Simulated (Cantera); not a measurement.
A perfectly stirred reactor is fed with 5.56 % C₂H₆, 94.4 % H₂, at 760 Torr; it is held at 1500 K, and followed from long to short residence time.

Detailed kinetics in Cantera: GRI-Mech 3.0 (53 species, 325 reactions). GRI-Mech 3.0 stops at C3 and has no aromatics, soot or wall deposition, so with more carbon than oxygen in the feed, carbon stays in small species such as C2H2 where larger ones or solid carbon would form.

Problem. Predict: x(C₂H₆) at τ = 3.20 s; x(H₂) at τ = 3.20 s; x(C₂H₂) at τ = 3.20 s; x(H) at τ = 3.20 s; x(C₂H₆) at τ = 16.0 ms; x(H₂) at τ = 16.0 ms; x(CH₂) at τ = 16.0 ms; x(C₂H₂) at τ = 16.0 ms; x(H) at τ = 16.0 ms.

Solution. 
| Property | Result |
|---|---|
| x(C₂H₆) at τ = 3.20 s | 3.54e-5 |
| x(H₂) at τ = 3.20 s | 0.910 |
| x(C₂H₂) at τ = 3.20 s | 0.0140 |
| x(H) at τ = 3.20 s | 1.88e-5 |
| x(C₂H₆) at τ = 16.0 ms | 0.000638 |
| x(H₂) at τ = 16.0 ms | 0.931 |
| x(CH₂) at τ = 16.0 ms | 4.25e-9 |
| x(C₂H₂) at τ = 16.0 ms | 0.0240 |
| x(H) at τ = 16.0 ms | 8.02e-5 |
